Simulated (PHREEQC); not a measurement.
0.24 g of hydrous ferric oxide (600 m²/g; 0.2 weak and 0.005 strong sites per Fe, Dzombak-Morel constants, diffuse double layer) in 1 kg of water with 0.1 mol/kgw of an inert sodium salt and 0.00048 mol/kgw H3BO3 and 6.3e-07 mol/kgw Na2SO4, at 25 °C; the pH is set by adding NaOH or the inert anion's acid. Oxygen is held at 0.21 atm. No CO2 enters from the air. Nothing may precipitate in this run.

The series has 17 steps of pH, from 3 to 11.

All values are PHREEQC results (ion-association model, wateq4f.dat), not measurements.

Question: Near which pH is half of the S sorbed, and on which side is more sorbed?

Answer: Near pH 6.1, with more sorbed at lower pH.

Species that the database lacks are ignored. The oxide is taken as insoluble; below pH 4 it would dissolve.
